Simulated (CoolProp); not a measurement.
Vapour-liquid equilibrium of n-pentane (1) + toluene (2) at 0.502 MPa; x and y are mole fractions of (1).

Values from CoolProp's multi-fluid Helmholtz-energy mixture model, Thol 2019 and Lemmon 2006; pair parameters Bell 2016.

Problem. Give the bubble temperature and the first vapour's composition at x = 0.15, 0.55, 0.65. Is there an azeotrope?

Solution. x = 0.15: 149.9 °C, y = 0.496; x = 0.55: 113.2 °C, y = 0.871; x = 0.65: 107.9 °C, y = 0.908. No azeotrope shows between x = 0.05 and 0.95.

The pair parameters rest on a limited set of measurements; away from them the model extrapolates.
